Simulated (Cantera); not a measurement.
## Transport properties of process gases

Gas mixture: 100 % O2, at 5.00 bar, frozen composition.

Cantera's kinetic-theory transport with the Lennard-Jones parameters of GRI-Mech 3.0, ideal gas; thermal conductivity in the multicomponent form.

| T (K) | ρ (kg/m³) | cp (J/kg/K) | μ (µPa s) | λ (mW/m/K) | Pr | D (cm²/s) H2 | D (cm²/s) C2H2 | D (cm²/s) NO |
|---|---|---|---|---|---|---|---|---|
| 400 | 4.81 | 941.4 | 25.6 | 33.9 | 0.712 | 0.267 | 0.0568 | 0.0687 |
| 550 | 3.50 | 987.2 | 32.1 | 44.6 | 0.711 | 0.456 | 0.0995 | 0.119 |
| 700 | 2.75 | 1031 | 37.8 | 54.9 | 0.710 | 0.681 | 0.151 | 0.178 |
| 850 | 2.26 | 1065 | 43.0 | 64.6 | 0.709 | 0.941 | 0.210 | 0.247 |
| 1000 | 1.92 | 1090 | 47.9 | 73.7 | 0.709 | 1.23 | 0.276 | 0.324 |
| 1150 | 1.67 | 1109 | 52.5 | 82.1 | 0.709 | 1.55 | 0.350 | 0.409 |
| 1300 | 1.48 | 1125 | 56.9 | 90.3 | 0.708 | 1.90 | 0.429 | 0.502 |
| 1450 | 1.33 | 1139 | 61.0 | 98.2 | 0.708 | 2.28 | 0.515 | 0.602 |
| 1600 | 1.20 | 1151 | 65.1 | 106 | 0.708 | 2.68 | 0.607 | 0.708 |
D: mixture-averaged diffusion coefficient of that species in the mixture.
